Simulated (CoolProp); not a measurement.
Vapour-liquid equilibrium of propylene (1) + dimethyl ether (2) at 33.9 kPa; x and y are mole fractions of (1).

Values from CoolProp's multi-fluid Helmholtz-energy mixture model, Lemmon 2013 and Wu 2011; pair parameters Bell 2016.

Question: Give the bubble temperature and the first vapour's composition at x = 0.05, 0.5, 0.8. Is there an azeotrope?

Answer: x = 0.05: -49.9 °C, y = 0.172; x = 0.5: -62.8 °C, y = 0.779; x = 0.8: -66.9 °C, y = 0.920. No azeotrope shows between x = 0.05 and 0.95.

Pair parameters are fitted to limited data, so mixtures are less certain than the pure fluids.
